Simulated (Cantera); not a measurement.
A perfectly stirred reactor is fed with CH4 : H2 = 0.019 : 1 (molar parts), at 10.00 Torr; it is held at 2600 K, and followed from long to short residence time.

Model: GRI-Mech 3.0 (53 species, 325 reactions), integrated in Cantera. GRI-Mech 3.0 stops at C3 and has no aromatics, soot or wall deposition, so with more carbon than oxygen in the feed, carbon stays in small species such as C2H2 where larger ones or solid carbon would form. Radical loss at walls, strong at low pressure, is not modelled.

What does this change do: pressure from 10.00 Torr to 100.0 Torr?


```
quantity                 before    after
---------------------  --------  -------
x(CH4) at τ = 0.440 s   1.42e-5  2.08e-5
x(H2) at τ = 0.440 s      0.821    0.893
x(C2H) at τ = 0.440 s  0.000149  8.28e-5
x(H) at τ = 0.440 s       0.171   0.0982
x(CH2) at τ = 0.440 s   1.74e-5  7.28e-6
x(CH4) at τ = 55.0 ms  0.000389  6.62e-5
x(H2) at τ = 55.0 ms      0.926    0.903
x(C2H) at τ = 55.0 ms   5.10e-5  7.32e-5
x(H) at τ = 55.0 ms      0.0645   0.0879
x(CH2) at τ = 55.0 ms   5.24e-5  1.79e-5
```

What does this change do: temperature 2600 to 2348 K?


```tsv
quantity	before	after
x(CH4) at τ = 0.440 s	1.42e-5	0.000206
x(H2) at τ = 0.440 s	0.821	0.941
x(C2H) at τ = 0.440 s	0.000149	2.33e-5
x(H) at τ = 0.440 s	0.171	0.0498
x(CH2) at τ = 0.440 s	1.74e-5	1.59e-5
x(CH4) at τ = 55.0 ms	0.000389	0.00162
x(H2) at τ = 55.0 ms	0.926	0.963
x(C2H) at τ = 55.0 ms	5.10e-5	1.11e-5
x(H) at τ = 55.0 ms	0.0645	0.0271
x(CH2) at τ = 55.0 ms	5.24e-5	3.36e-5
```
